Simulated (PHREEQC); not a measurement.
Model water analysis in mg/L, 20 °C, pH 6.06, pe 10:

```csv
constituent,mg/L
Na,1.25
K,0.058
Ca,1.1
Mg,0.674
Cl,1.56
S(6) as SO4,2.53
Alkalinity as HCO3,3.82
N(5) as NO3,0.0211
Cu(2),0.0743
```

Cl is adjusted to close the charge balance.
Valence states are taken as typed.

The numbers come from PHREEQC with the ion-association model, wateq4f.dat.

This is a speciation only: nothing precipitates in the calculation.

**Question.** Order these Cu species by the share of Cu that they hold, largest first: CuCO3, CuHCO3+, CuOH+, Cu(OH)2, Cu+2.

**Answer.** Cu+2 (92 %), CuHCO3+ (2.7 %), Cu(OH)2 (2.4 %), CuCO3 (1.4 %), CuOH+ (1.0 %)

The pH is 6.06 and the ionic strength 0.000251 mol/kgw.
